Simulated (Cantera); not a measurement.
Input: 1 mol Si, 0.15 mol N2O, 83 mol H2, at 1673.15 K.

Equilibrium computed with Cantera from the NASA thermochemical tables; the gas is ideal and each condensed phase is pure. Candidate condensed phases: H2O, Si, SiO2, Si2N2O, Si3N4; 35 gas species. Mutual solubility and eutectic melting of coexisting phases are not modelled. Gases not in the tables: Si2H6 and higher silanes. Kinetics and transport are ignored.

x: gas mole fraction; n: condensed amount in mol.

```csv
P (Pa),x H2,x H,x Si,x N2,n Si(s),n Si2N2O(s)
0.100,0.880,0.107,0.00954,0.00169,0,0
1,0.951,0.0352,0.00985,0.00175,0,0
10,0.981,0.0113,___,0.00178,0.487,0
100,0.992,0.00359,___,0.00180,0.812,0
1000,0.995,0.00114,___,0.00180,0.845,0
10000,0.996,0.000360,___,0.00180,0.849,0
100000,0.999,0.000114,___,0.000193,0.715,0.134
1000000,1.000,3.61e-5,___,1.91e-5,0.700,0.148
```

Question: What belongs in the gaps?

Answer: 
- 10, x Si: 0.00419
- 100, x Si: 0.000419
- 1000, x Si: 4.19e-5
- 10000, x Si: 4.19e-6
- 100000, x Si: 4.19e-7
- 1000000, x Si: 4.19e-8
